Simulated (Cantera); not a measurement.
Feed: 1 mol Fe2O3, 0.33 mol SO2, 0.75 mol O2, at 900 °C and 0.133 bar.

Method: chemical equilibrium by Gibbs-energy minimisation in Cantera with the NASA 1993 tables (ideal gas, pure condensed phases). Candidate condensed phases: Fe, FeO, FeS, FeSO4, FeS2, Fe2O3, Fe2(SO4)3, Fe3O4, S; 12 gas species. Rates play no part.

Base state: O2 0.690, SO2 0.282, SO3 0.0275 (mole fractions); condensed: Fe2O3(s).

**Question.** What changes in the equilibrium state with this change: temperature from 900 °C to 1377 °C?

**Answer.** 
| species | before | after |
|---|---|---|
| O2 | 0.690 | 0.735 |
| SO2 | 0.282 | 0.263 |
| SO3 | 0.0275 | 0.00154 |
| O | 3.18e-8 | 6.08e-5 |
| Fe2O3(s), mol | 1.00 | 0 |
| Fe3O4(s), mol | 0 | 0.667 |
